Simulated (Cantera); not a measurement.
# Ignition delay

Mixture: 13.9 % CH4, 1.07 % H2, 17.7 % O2, 67.3 % N2, equivalence ratio 1.6, at 3750 Torr, adiabatic and at constant pressure. Ignition delay is the time to a rise of 400 K.

Computed with Cantera and GRI-Mech 3.0 (53 species, 325 reactions).

| T0 (K) | delay (ms) |
|---|---|
| 1275 | 2.58 |
| 1375 | 0.972 |
| 1475 | 0.374 |
| 1575 | 0.151 |
| 1675 | 0.0662 |
| 1775 | 0.0317 |
| 1875 | 0.0167 |
| 1975 | 0.00955 |
| 2075 | 0.00587 |
| 2175 | 0.00384 |

```yaml
apparent activation energy between 1975 and 2175 K: 160 kJ/mol
```
